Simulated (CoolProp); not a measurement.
Properties of n-perfluorobutane along the isotherm 116.95 °C (Tc = 113.2 °C, pc = 2322 kPa, ω = 0.372).

The numbers come from the reference Helmholtz-energy equation of state, Gao 2022 in CoolProp.

```
p (kPa)  phase  density (kg/m³)  cp (kJ/(kg K))  cv (kJ/(kg K))  speed of sound (m/s)  fugacity coefficient
-------  -----  ---------------  --------------  --------------  --------------------  --------------------
3.67       gas           0.2695          0.9454          0.9104                 118.9                0.9995
5.72       gas           0.4201          0.9455          0.9104                 118.9                0.9992
8.9        gas           0.6539          0.9456          0.9105                 118.8                0.9988
13.9       gas            1.022          0.9458          0.9105                 118.7                0.9981
21.6       gas            1.590          0.9460          0.9106                 118.6                0.9971
33.6       gas            2.477          0.9464          0.9107                 118.5                0.9955
52.3       gas            3.865          0.9471          0.9109                 118.2                0.9930
81.5       gas            6.047          0.9481          0.9112                 117.8                0.9891
127        gas            9.483          0.9497          0.9116                 117.1                0.9831
198        gas            14.93          0.9524          0.9123                 116.0                0.9736
308        gas            23.61          0.9568          0.9135                 114.3                0.9590
479        gas            37.71          0.9648          0.9155                 111.5                0.9363
746        gas            61.50          0.9803          0.9189                 106.7                0.9008
1160       gas            104.2           1.017          0.9257                 98.10                0.8458
```
